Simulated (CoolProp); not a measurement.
Vapour-liquid equilibrium of R114 (1) + n-pentane (2) at 1.8 bar; x and y are mole fractions of (1).

Values from CoolProp's multi-fluid Helmholtz-energy mixture model, Platzer 1990 and Thol 2019; pair parameters Bell 2016. This equation is an older, rougher fit; its heat capacities, sound speeds and derivatives of the liquid may be far off and weren't checked against measurements.

Problem. Give the bubble temperature and the first vapour's composition at x = 0.35, 0.8, 0.95. Is there an azeotrope?

Solution. x = 0.35: 305.3 K, y = 0.647; x = 0.8: 295.5 K, y = 0.893; x = 0.95: 293.4 K, y = 0.970. No azeotrope shows between x = 0.05 and 0.95.

Pair parameters are fitted to limited data, so mixtures are less certain than the pure fluids.
